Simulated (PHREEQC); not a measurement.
Solution (25 °C): 0.045 mol/kgw Ni(NO3)2, 0.16 mol/kgw NaCl and 4e-05 mol/kgw HCl. Closed to the air; pH follows from the charge balance.

The numbers come from PHREEQC with the ion-association model, wateq4f.dat.

Each row changes one thing in this solution. This is a speciation only: nothing precipitates in the calculation.

| case | pH | Cl- (mol/kgw) | NiCl+ (mol/kgw) | NiCl2 (mol/kgw) | NiOH+ (mol/kgw) | SI of Ni(OH)2 (Ni(OH)2) |
|---|---|---|---|---|---|---|
| as made | 4.50 | 0.154 | 0.00417 | 0.00110 | 6.87e-8 | -3.74 |
| NaCl replaced by RbCl at the same molality | 4.50 | 0.154 | 0.00417 | 0.00110 | 6.87e-8 | -3.74 |
| NaCl from 0.16 to 0.032 mol/kgw | 4.49 | 0.0308 | 0.00106 | 6.29e-5 | 8.05e-8 | -3.67 |
| HCl replaced by KCl at the same molality | 5.88 | 0.154 | 0.00417 | 0.00110 | 1.65e-6 | ___ |
| 0.0034 mol/kgw ZnCl2 added | 4.50 | 0.160 | 0.00429 | 0.00117 | ___ | -3.74 |
| HCl from 4e-05 to 3.6e-05 mol/kgw | ___ | 0.154 | 0.00417 | 0.00110 | 7.63e-8 | -3.65 |
| NaCl left out | 4.49 | ___ | 1.45e-6 | 1.11e-10 | 8.51e-8 | ___ |
| temperature from 25 to 20 °C | 4.50 | 0.154 | 0.00421 | 0.00111 | 4.83e-8 | -3.35 |

Question: Complete the blanks.

Answer: 
- HCl replaced by KCl at the same molality, SI of Ni(OH)2 (Ni(OH)2): -0.97
- 0.0034 mol/kgw ZnCl2 added, NiOH+ (mol/kgw): 6.81e-8
- HCl from 4e-05 to 3.6e-05 mol/kgw, pH: 4.55
- NaCl left out, Cl- (mol/kgw): 3.86e-5
- NaCl left out, SI of Ni(OH)2 (Ni(OH)2): -3.64
